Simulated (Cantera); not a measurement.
An isothermal, constant-pressure homogeneous reactor starts with 3.09 % C2H6, 95.7 % N2, 1.20 % H2O, at 1175 K and 0.0350 bar.

Model: GRI-Mech 3.0 (53 species, 325 reactions), integrated in Cantera. GRI-Mech 3.0 stops at C3 and has no aromatics, soot or wall deposition, so with more carbon than oxygen in the feed, carbon stays in small species such as C2H2 where larger ones or solid carbon would form. Radical loss at walls, strong at low pressure, is not modelled.

One state of this run: x C2H6 = 0.00833; x C2H = 5.33e-11; x H = 4.72e-6; x C2H4 = 0.0184; x C2H2 = 0.00182; x HCN = 3.56e-10; x CH4 = 0.00309. x: mole fraction; the columns are a selection and need not sum to one.

Problem. Which value of t (s) does it belong to?
A. 200
B. 0.00206
C. 7.52
D. 0.283

Solution. D, 0.283
